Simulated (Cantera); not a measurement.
Feed: 1 mol CuO, 2.1 mol H₂, 0.17 mol H₂O, equilibrated at 1600 °C.

Method: chemical equilibrium by Gibbs-energy minimisation in Cantera with the NASA 1993 tables (ideal gas, pure condensed phases). Candidate condensed phases: Cu, CuO, Cu(OH)₂, Cu₂O, H₂O; 12 gas species. Rates play no part.

Task: Which condensed phases are stable at each of these points (P (Pa)): 10, 52, 270, 1400, 7200, 37000, 190000, 1000000?

Result: 
```json
[
 {"P (Pa)": "10", "condensed phases": "gas only", "Cu condensed (%)": "0.0"},
 {"P (Pa)": "52", "condensed phases": "gas only", "Cu condensed (%)": "0.0"},
 {"P (Pa)": "270", "condensed phases": "gas only", "Cu condensed (%)": "0.0"},
 {"P (Pa)": "1400", "condensed phases": "Cu(l)", "Cu condensed (%)": "78.2"},
 {"P (Pa)": "7200", "condensed phases": "Cu(l)", "Cu condensed (%)": "96.1"},
 {"P (Pa)": "37000", "condensed phases": "Cu(l)", "Cu condensed (%)": "99.2"},
 {"P (Pa)": "190000", "condensed phases": "Cu(l)", "Cu condensed (%)": "99.9"},
 {"P (Pa)": "1000000", "condensed phases": "Cu(l)", "Cu condensed (%)": "100.0"}
]
```

From 0.0750 Torr to 2.03 Torr nothing is condensed. From 10.5 Torr to 7500 Torr the condensed part is Cu(l).
